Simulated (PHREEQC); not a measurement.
Make-up at 25 °C: 0.089 mol/kgw HF, 0.13 mol/kgw (CH3)4NF and 2.3e-06 mol/kgw H4SiO4. Closed to the air; pH follows from the charge balance.

Computed with PHREEQC (ion-association model, wateq4f.dat).

```
Property                  Value
----------------  -------------
pH                         3.35
ionic strength    0.131 mol/kgw
total alkalinity   -89.0 meq/kg
```

```json
[
 {"species": "(CH3)4N+", "molality": "0.130", "activity": "0.0975", "log γ": "-0.125"},
 {"species": "F-", "molality": "0.108", "activity": "0.0803", "log γ": "-0.130"},
 {"species": "HF", "molality": "0.0518", "activity": "0.0534", "log γ": "0.013"},
 {"species": "HF2-", "molality": "0.0222", "activity": "0.0164", "log γ": "-0.130"},
 {"species": "H2F2", "molality": "0.00721", "activity": "0.00743", "log γ": "0.013"},
 {"species": "H+", "molality": "0.000545", "activity": "0.000444", "log γ": "-0.089"},
 {"species": "SiF6-2", "molality": "2.30e-6", "activity": "7.93e-7", "log γ": "-0.463"}
]
```

Precipitation was switched off in this run. (CH3)4N+ isn't in the database: it is added as a free cation with an ion size of 4 Å. wateq4f.dat counts part of the HF as a dimer, H2F2, which phreeqc.dat doesn't know; its constant is uncertain. SiF6-2 is the database's only silicon fluoride.
